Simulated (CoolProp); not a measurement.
R114 along the isotherm 185.65 °C: fugacity coefficient from the reference equation and from simpler models built on Tc = 147.5 °C, pc = 3352 kPa, ω = 0.252; each cubic takes its own stable root.

The numbers come from the reference Helmholtz-energy equation of state, Platzer 1990 in CoolProp. This equation is an older, rougher fit; its heat capacities, sound speeds and derivatives of the liquid may be far off and weren't checked against measurements.

| p (kPa) | phase | reference | van der Waals | Redlich-Kwong |
|---|---|---|---|---|
| 1310 | gas | 0.9031 | 0.9071 | 0.8990 |
| 2620 | gas | 0.8089 | 0.8148 | 0.8022 |
| 3940 | supercritical | 0.7164 | 0.7193 | 0.7073 |
| 5250 | supercritical | 0.6274 | 0.6205 | 0.6157 |
| 6560 | supercritical | 0.5513 | 0.5469 | 0.5412 |
| 7880 | supercritical | 0.4948 | 0.4966 | 0.4874 |
| 9190 | supercritical | 0.4540 | 0.4617 | 0.4486 |
| 10500 | supercritical | 0.4234 | 0.4367 | 0.4196 |
| 11800 | supercritical | 0.4003 | 0.4186 | 0.3976 |
| 13100 | supercritical | 0.3823 | 0.4053 | 0.3804 |
| 14400 | supercritical | 0.3682 | 0.3957 | 0.3669 |
| 15800 | supercritical | 0.3563 | 0.3886 | 0.3555 |
| 17100 | supercritical | 0.3477 | 0.3844 | 0.3472 |
| 18400 | supercritical | 0.3410 | 0.3820 | 0.3407 |
| 19700 | supercritical | 0.3358 | 0.3812 | 0.3357 |
| 21000 | supercritical | 0.3319 | 0.3817 | 0.3319 |
